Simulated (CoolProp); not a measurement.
Vapour-liquid equilibrium of carbon dioxide (1) + R125 (2) at 0.833 MPa; x and y are mole fractions of (1).

Computed with CoolProp (multi-fluid Helmholtz-energy mixture model, Span 1996 and Lemmon 2005; pair parameters Bell 2016).

```tsv
x	bubble temperature, mixture model (°C)	bubble temperature, Raoult's law (°C)	y, mixture model	y, Raoult's law
0.05	0.6	0.9	0.191	0.214
0.125	-8.0	-6.8	?	0.435
0.2	-15.1	-13.0	0.566	0.583
0.275	-20.8	-18.2	0.671	0.686
0.35	-25.4	-22.7	0.744	0.762
0.425	-29.1	-26.5	?	0.819
0.5	-32.2	-29.8	0.838	0.862
0.575	-34.7	-32.8	0.870	0.896
0.65	?	-35.4	0.897	0.924
0.725	-38.9	-37.8	0.921	0.946
0.8	-40.6	-40.0	0.943	0.964
0.875	-42.3	-42.0	0.964	0.980
0.95	-43.9	-43.8	0.985	0.993
```

Problem. Some entries are withheld; supply them.

Solution. 
- 0.125, y, mixture model: 0.412
- 0.425, y, mixture model: 0.798
- 0.65, bubble temperature, mixture model (°C): -36.9

The largest gap from Raoult's law is -2.7 K in bubble temperature, at x = 0.35. No azeotrope shows between x = 0.05 and 0.95.

Pair parameters are fitted to limited data, so mixtures are less certain than the pure fluids.
